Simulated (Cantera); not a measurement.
A Cantera script and its output.

```python
import numpy as np
import cantera as ct

surf = ct.Interface("diamond.yaml", "diamond_100")
gas, bulk = surf.adjacent["gas"], surf.adjacent["diamond"]
k = surf.kinetics_species_index(bulk.species_names[0])
cover = ["c6HH", "c6H*", "c6*H", "c6**", "c6HM", "c6B"]

rows, drift = [], 0.0
print(f"{'xH':>10s}{'um/h':>11s}" + "".join(f"{s:>11s}" for s in cover))
for v in [0.0001, 0.00026, 0.00067, 0.0017, 0.0044, 0.011, 0.03, 0.076, 0.2]:
    T, P, xH, xCH3 = 1025, 17000, v, 0.00042
    gas.TPX = T, P, {"H": xH, "CH3": xCH3, "CH4": 0.02, "H2": 1 - xH - xCH3 - 0.02}
    surf.TP = bulk.TP = T, P
    surf.coverages = "c6H*:0.1, c6HH:0.9"
    surf.advance_coverages(100.0)
    before = surf.coverages
    surf.advance_coverages(100.0)
    drift = max(drift, np.max(np.abs(surf.coverages - before) / (surf.coverages + 1e-9)))
    rate = surf.net_production_rates[k] * bulk.mean_molecular_weight / bulk.density * 3.6e9
    rows.append([rate, *surf[cover].coverages])
    print(f"{v:10.4g}{rate:11.4e}" + "".join(f"{x:11.3e}" for x in rows[-1][1:]))
```

It prints:

```
        xH       um/h       c6HH       c6H*       c6*H       c6**       c6HM        c6B
    0.0001 7.1673e+00  3.186e-01  9.161e-03  1.751e-01  1.740e-03  3.526e-01  1.945e-08
   0.00026 1.4847e+01  3.647e-01  1.182e-02  2.258e-01  3.800e-03  2.801e-01  4.029e-08
   0.00067 2.4726e+01  4.373e-01  1.502e-02  2.868e-01  6.575e-03  1.808e-01  6.709e-08
    0.0017 3.3144e+01  5.015e-01  1.771e-02  3.376e-01  8.995e-03  9.542e-02  8.994e-08
    0.0044 3.8364e+01  5.415e-01  1.944e-02  3.686e-01  1.051e-02  4.265e-02  1.041e-07
     0.011 4.0837e+01  5.601e-01  2.042e-02  3.827e-01  1.125e-02  1.815e-02  1.108e-07
      0.03 4.2135e+01  5.686e-01  2.145e-02  3.886e-01  1.168e-02  6.862e-03  1.143e-07
     0.076 4.3030e+01  5.716e-01  2.319e-02  3.893e-01  1.206e-02  2.761e-03  1.168e-07
       0.2 4.4718e+01  5.725e-01  2.744e-02  3.858e-01  1.277e-02  1.086e-03  1.213e-07
```

Model: the Harris–Goodwin 1993 mechanism for the reconstructed diamond (100) surface, integrated in Cantera.
